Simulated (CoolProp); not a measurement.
Ammonia along the isotherm 446.2 K: fugacity coefficient from the reference equation and from simpler models built on Tc = 405.6 K, pc = 11.36 MPa, ω = 0.256; each cubic takes its own stable root.

Computed with CoolProp (reference Helmholtz-energy equation of state, Gao 2020).

```csv
p (MPa),phase,reference
0.316,gas,0.9927
0.562,gas,0.9871
1,gas,0.9771
1.78,gas,0.9594
3.16,gas,0.9284
5.62,gas,0.8743
10,gas,0.7811
17.8,supercritical,0.6239
31.6,supercritical,0.4372
56.2,supercritical,0.3223
100,supercritical,0.2738
```

Problem. How far does each simpler model (van der Waals, Soave-Redlich-Kwong, Peng-Robinson) lie from the reference over these 11 states: mean and median of the absolute difference, and the worst?

Solution. 
- van der Waals: mean 7.9 %, median 1.0 %, worst +52.2 % at 446.2 K and 100 MPa
- Soave-Redlich-Kwong: mean 6.5 %, median 0.9 %, worst +33.1 % at 446.2 K and 100 MPa
- Peng-Robinson: mean 2.8 %, median 0.4 %, worst +14.9 % at 446.2 K and 100 MPa
